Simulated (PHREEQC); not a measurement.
Dissolve 0.21 mol/kgw Cu(NO3)2, 0.0091 mol/kgw HNO3 and 8.6e-05 mol/kgw FeCl3 at 45 °C and 300 atm. Closed to the air; pH follows from the charge balance.

Equilibrium calculation in PHREEQC: ion-association model, phreeqc.dat.

Precipitation was switched off in this run.

Task: Predict the pH, activity of water.

Result: pH 2.16; activity of water 0.989.

Task: In which forms is Fe present?

Result: FeOH+2 57 %, Fe+3 41 %, Fe(OH)2+ 1.9 % of the Fe.

The solution is supersaturated, for example in Hematite (slow to form), Goethite (slow to form), so a real one may precipitate; this is no full list. Species that the database lacks are ignored. Under pressure, the constants of complexes without a molar volume in the database are unreliable. Away from 25 °C the constants follow the database's enthalpies or fits; those with neither stay at their 25 °C values.
